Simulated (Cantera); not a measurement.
Input: 1 mol Al₂O₃, 1600 mol H₂, equilibrated at 1400 Pa.

Equilibrium computed with Cantera from the NASA thermochemical tables; the gas is ideal and each condensed phase is pure. Candidate condensed phases: Al, Al₂O₃, H₂O; 19 gas species. Rates play no part.

### Question
What share of the Al ends up in condensed phases as a function of T (°C), at 1427, 1477, 1527, 1577, 1627, 1677, 1727, 1777, 1827, 1877, 1927?

### Answer
| T (°C) | Al condensed (%) | as |
|---|---|---|
| 1427 | 98.9 | Al₂O₃(s) |
| 1477 | 98.0 | Al₂O₃(s) |
| 1527 | 96.3 | Al₂O₃(s) |
| 1577 | 93.4 | Al₂O₃(s) |
| 1627 | 88.7 | Al₂O₃(s) |
| 1677 | 81.1 | Al₂O₃(s) |
| 1727 | 69.2 | Al₂O₃(s) |
| 1777 | 51.0 | Al₂O₃(s) |
| 1827 | 23.8 | Al₂O₃(s) |
| 1877 | 0.0 | - |
| 1927 | 0.0 | - |
